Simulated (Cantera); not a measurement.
Standard-state values (1 bar) from the NASA 1993 polynomials, evaluated with Cantera. Values are per mole of reaction as written; species without (g) are pure solids or liquids, kept so even where they would boil at 1 bar. TaC: taken at fixed stoichiometry.

Q: Between 2275 and 2725 K, where is each reaction favourable under standard conditions?
- 6 OH(g) + 3 TaC ⇌ 3 TaO₂(g) + CH₄(g) + C₂H₂(g)

A: 
- 6 OH(g) + 3 TaC ⇌ 3 TaO₂(g) + CH₄(g) + C₂H₂(g): ΔG° is -120 kJ at 2275 K and -78 kJ at 2725 K; it stays negative (K > 1). ΔH° is -340 kJ and ΔS° -96 J/K at 2725 K.
